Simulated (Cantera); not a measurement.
A Cantera script and its output.

```python
import numpy as np
import cantera as ct

gas = ct.Solution("gri30.yaml")
gas.TPX = 1825, 160000, {'NO': 0.29, 'N2': 13}
inlet = ct.Reservoir(gas, clone=True)

reactor = ct.IdealGasConstPressureReactor(gas, energy="off", clone=False)
exhaust = ct.Reservoir(gas, clone=True)
tau = [17, 6.7, 2.7, 1.1, 0.43, 0.17, 0.07, 0.028, 0.011, 0.0045][0]
for a, b in ((inlet, reactor), (reactor, exhaust)):
    ct.MassFlowController(a, b, mdot=lambda t: reactor.mass / tau)
net = ct.ReactorNet([reactor])
show = ['NO', 'N2', 'N2O', 'NO2', 'O', 'O2']

rows = []
print(f"{'tau/s':>10s}{'T/K':>9s}" + "".join(f"{s:>11s}" for s in show))
for tau in [17, 6.7, 2.7, 1.1, 0.43, 0.17, 0.07, 0.028, 0.011, 0.0045]:
    net.initial_time = 0.0
    net.advance(30 * tau)
    before = gas.X
    net.advance(40 * tau)
    drift = np.max(np.abs(gas.X - before) / (gas.X + 1e-9))
    rows.append([gas.T, *gas[show].X, drift])
    print(f"{tau:10.3e}{gas.T:9.1f}" + "".join(f"{x:11.3e}" for x in gas[show].X))
```

Output:

```
     tau/s      T/K         NO         N2        N2O        NO2          O         O2
 1.700e+01   1825.0  1.487e-02  9.817e-01  1.518e-07  5.895e-06  7.403e-06  3.466e-03
 6.700e+00   1825.0  1.846e-02  9.799e-01  1.901e-07  5.285e-06  5.360e-06  1.674e-03
 2.700e+00   1825.0  2.038e-02  9.789e-01  2.125e-07  4.167e-06  3.838e-06  7.145e-04
 1.100e+00   1825.0  2.123e-02  9.785e-01  2.216e-07  3.291e-06  2.918e-06  2.907e-04
 4.300e-01   1825.0  2.159e-02  9.783e-01  2.247e-07  2.761e-06  2.415e-06  1.113e-04
 1.700e-01   1825.0  2.173e-02  9.782e-01  2.248e-07  2.481e-06  2.160e-06  4.225e-05
 7.000e-02   1825.0  2.178e-02  9.782e-01  2.228e-07  2.281e-06  1.983e-06  1.598e-05
 2.800e-02   1825.0  2.180e-02  9.782e-01  2.171e-07  1.996e-06  1.738e-06  5.185e-06
 1.100e-02   1825.0  2.181e-02  9.782e-01  2.038e-07  1.483e-06  1.299e-06  1.222e-06
 4.500e-03   1825.0  2.182e-02  9.782e-01  1.793e-07  8.240e-07  7.354e-07  1.889e-07
```

Cantera simulation using GRI-Mech 3.0 (53 species, 325 reactions); the numbers are that mechanism's predictions, not measurements.
